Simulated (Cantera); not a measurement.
What does this Cantera script print?

```python
import numpy as np
import cantera as ct

gas = ct.Solution("gri30.yaml")
gas.TPX = 1650, 1333, {'C3H8': 1, 'H2': 6.2}
reactor = ct.IdealGasConstPressureReactor(gas, energy="off", clone=False)
net = ct.ReactorNet([reactor])
net.rtol, net.atol = 1e-08, 1e-18
show = ['C3H8', 'H2', 'C2H6', 'C2H2', 'CH3']
times = np.geomspace(2e-05, 100, 9)

steps = ct.SolutionArray(gas, extra=["t"])
rows = []
print(f"{'t/s':>10s}{'T/K':>9s}{'P/Pa':>11s}" + "".join(f"{s:>11s}" for s in show))
for t in times:
    while net.time < t:
        t_next = net.step()
        steps.append(gas.state, t=t_next)
    rows.append([np.interp(t, steps.t, y) for y in (steps.T, steps.P, *steps(*show).X.T)])
    print(f"{t:10.3e}{rows[-1][0]:9.1f}{rows[-1][1]:11.4g}" + "".join(f"{x:11.3e}" for x in rows[-1][2:]))
rate = np.gradient(steps.T, steps.t)
print("integrator steps:", len(steps.t))
if steps.T.max() > steps.T[0] + 200:
    print(f"time of steepest temperature rise: {steps.t[rate.argmax()]:.4e} s")
gas.TPX = 1650, 1333, {'C3H8': 1, 'H2': 6.2}
gas.equilibrate("TP")
print(f"equilibrium (TP): T = {gas.T:.1f} K  " + "  ".join(f"{s} {gas[s].X[0]:.3e}" for s in show))
```

Output:

```
       t/s      T/K       P/Pa       C3H8         H2       C2H6       C2H2        CH3
 2.000e-05   1650.0       1333  1.331e-01  8.567e-01  1.872e-04  3.091e-07  4.211e-03
 1.375e-04   1650.0       1333  7.110e-02  8.064e-01  2.335e-03  7.392e-04  3.078e-02
 9.457e-04   1650.0       1333  8.952e-06  7.582e-01  4.675e-04  5.070e-02  8.970e-03
 6.503e-03   1650.0       1333  3.138e-08  7.719e-01  5.734e-05  8.807e-02  1.940e-03
 4.472e-02   1650.0       1333  7.184e-09  7.801e-01  2.335e-05  1.061e-01  1.136e-03
 3.075e-01   1650.0       1333  3.705e-09  8.006e-01  1.469e-05  1.182e-01  9.370e-04
 2.115e+00   1650.0       1333  1.372e-10  8.378e-01  1.560e-06  1.389e-01  3.291e-04
 1.454e+01   1650.0       1333  5.434e-13  8.504e-01  3.162e-08  1.459e-01  4.809e-05
 1.000e+02   1650.0       1333  5.790e-14  8.517e-01  4.304e-09  1.466e-01  1.401e-05
integrator steps: 1538
equilibrium (TP): T = 1650.0 K  C3H8 5.588e-14  H2 8.517e-01  C2H6 4.171e-09  C2H2 1.466e-01  CH3 1.364e-05
```

Cantera simulation using GRI-Mech 3.0 (53 species, 325 reactions); the numbers are that mechanism's predictions, not measurements. GRI-Mech 3.0 was tuned for natural gas; its chemistry of propane as a main component is partial and can be far from experiment. GRI-Mech 3.0 stops at C3 and has no aromatics, soot or wall deposition, so with more carbon than oxygen in the feed, carbon stays in small species such as C2H2 where larger ones or solid carbon would form. Radical loss at walls, strong at low pressure, is not modelled.
